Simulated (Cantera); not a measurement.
Equilibrium for chlorosilane synthesis and conversion: SiCl₄ + Cl₂ + H₂

Charge: 1 mol SiCl₄, 0.78 mol Cl₂, 0.25 mol H₂, at 1302 °C and 75.0 Torr.

Cantera equilibrium calculation (NASA polynomials, part measured and part estimated; ideal gas, pure solids and liquids). Candidate condensed phases: Si; 19 gas species. The tables' values for SiCl₃ are old estimates; treat these amounts as uncertain. Rates play no part.

| Property | Value |
|---|---|
| x(SiCl₄) | 0.461 |
| x(HCl) | 0.231 |
| x(Cl₂) | 0.181 |
| x(Cl) | 0.127 |
| x(SiCl₃) | 0.000290 |
| gas amount | 2.168 mol |
| log10 activity of Si(s) (absent) | -13.02 |
